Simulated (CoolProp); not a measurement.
Computed with CoolProp (reference Helmholtz-energy equation of state, Penoncello 2003).

**Question.** For CHF3 (R23), give the phase and the speed of sound (m/s) at 280.2 K and 0.182 MPa; 409.9 K and 1.24 MPa.

**Answer.** 
- 280.2 K and 0.182 MPa: gas; speed of sound 198
- 409.9 K and 1.24 MPa: gas; speed of sound 233
